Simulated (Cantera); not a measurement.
Cantera run:

```python
import numpy as np
import cantera as ct

gas_names = [...]  # 127 gases of nasa_gas.yaml made of C, Fe, H, O, S
cond_names = """
    C(gr) C6H6(L) C7H8(L) C8H18(L),n-octa Fe(a) Fe(c) Fe(d) Fe(L) FeC5O5(L) FeO(s) FeO(L) Fe(OH)2(s)
    Fe(OH)3(s) FeS(a) FeS(b) FeS(c) FeS(L) FeSO4(s) FeS2(s) Fe2O3(s) Fe2S3O12(s) Fe3O4(s) H2O(s) H2O(L)
    H2SO4(L) S(cr1) S(cr2) S(L)
""".split()


# ... load() reads the species with a 1 bar reference pressure and builds the phases ...
atoms = {
    'Fe': {'Fe': 1},
    'H2S': {'H': 2, 'S': 1},
    'CO': {'C': 1, 'O': 1},
}
top_T = {'C(gr)': 4500, 'FeSO4(s)': 950, 'FeS2(s)': 1010, 'Fe2O3(s)': 1830, 'Fe2S3O12(s)': 1100, 'Fe3O4(s)': 1870}  # K; cautious upper limits of use, not melting points


# ... equilibrate(T, P, feed) seeds the gas with the atoms and calls Mixture.equilibrate('TP', solver="vcs", rtol=1e-11, max_steps=5000) ...
results = []
feed = {'Fe': 1, 'H2S': 0.31, 'CO': 6}  # mol
T = 1323  # K
P = 780000  # Pa
mix = equilibrate(T, P, feed)
results.append((T, P, feed, dict(zip(mix.species_names, mix.species_moles))))
print(gas.report(threshold=1e-06))
for i in range(1, mix.n_phases):
    print(f"{mix.phase(i).name:16s} {mix.phase_moles(i):12.5e} mol")
```

Result:

```
       temperature   1323 K
          pressure   7.8e+05 Pa
           density   1.9273 kg/m^3
  mean mol. weight   27.181 kg/kmol
   phase of matter   gas

                          1 kg             1 kmol
                     ---------------   ---------------
          enthalpy       -2.9413e+06       -7.9947e+07  J
   internal energy        -3.346e+06       -9.0947e+07  J
           entropy            8371.8        2.2755e+05  J/K
    Gibbs function       -1.4017e+07         -3.81e+08  J
 heat capacity c_p            1289.2             35042  J/K
 heat capacity c_v            983.34             26728  J/K

                      mass frac. Y      mole frac. X     chem. pot. / RT
                     ---------------   ---------------   ---------------
               CH4        7.0401e-05        0.00011928           -40.442
                CO           0.95124           0.92308           -34.456
               COS        0.00052101        0.00023575           -50.954
               CO2          0.042518           0.02626           -66.948
                H2         0.0035179           0.04743           -19.239
               H2O         0.0016592         0.0025034           -51.731
               H2S        0.00046989        0.00037481           -35.737
     [ +120 minor]         2.507e-06        1.4615e-06

C(gr)             1.75667e-01 mol
Fe(c)             6.93755e-01 mol
FeC5O5(L)         0.00000e+00 mol
FeO(s)            0.00000e+00 mol
Fe(OH)2(s)        0.00000e+00 mol
Fe(OH)3(s)        0.00000e+00 mol
FeS(c)            3.06245e-01 mol
Fe2O3(s)          0.00000e+00 mol
Fe3O4(s)          0.00000e+00 mol
S(L)              0.00000e+00 mol
```

These are equilibrium values from Cantera (NASA tables, ideal gas, pure condensed phases), not measurements of a reactor. Metal and sulfide melt together well below either melting point, which pure phases cannot show. Mutual solubility and eutectic melting of coexisting phases are not modelled. FeS: taken at fixed stoichiometry. Condensed phases not in the tables: cementite and carbon dissolved in iron.
